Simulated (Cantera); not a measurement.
Charge: 1 mol Mg(OH)2, 0.4 mol H2, 1.6 mol CO2, held at 101000 Pa.

Equilibrium computed with Cantera from the NASA thermochemical tables; the gas is ideal and each condensed phase is pure. Candidate condensed phases: C, C6H6, C7H8, C8H18, H2O, Mg, MgCO3, MgO, Mg(OH)2; 116 gas species. Kinetics and transport are ignored.

### Question
Which condensed phases are stable at each of these points (T (K)): 550, 625, 700, 775, 850, 925, 1000, 1075, 1150, 1225, 1300, 1375, 1450?

### Answer
```json
[
 {"T (K)": "550", "condensed phases": "MgCO3(s)", "Mg condensed (%)": "100.0"},
 {"T (K)": "625", "condensed phases": "MgCO3(s)", "Mg condensed (%)": "100.0"},
 {"T (K)": "700", "condensed phases": "MgO(s)", "Mg condensed (%)": "100.0"},
 {"T (K)": "775", "condensed phases": "MgO(s)", "Mg condensed (%)": "100.0"},
 {"T (K)": "850", "condensed phases": "MgO(s)", "Mg condensed (%)": "100.0"},
 {"T (K)": "925", "condensed phases": "MgO(s)", "Mg condensed (%)": "100.0"},
 {"T (K)": "1000", "condensed phases": "MgO(s)", "Mg condensed (%)": "100.0"},
 {"T (K)": "1075", "condensed phases": "MgO(s)", "Mg condensed (%)": "100.0"},
 {"T (K)": "1150", "condensed phases": "MgO(s)", "Mg condensed (%)": "100.0"},
 {"T (K)": "1225", "condensed phases": "MgO(s)", "Mg condensed (%)": "100.0"},
 {"T (K)": "1300", "condensed phases": "MgO(s)", "Mg condensed (%)": "100.0"},
 {"T (K)": "1375", "condensed phases": "MgO(s)", "Mg condensed (%)": "100.0"},
 {"T (K)": "1450", "condensed phases": "MgO(s)", "Mg condensed (%)": "100.0"}
]
```

From 550 K to 625 K the condensed part is MgCO3(s). From 700 K to 1450 K the condensed part is MgO(s).
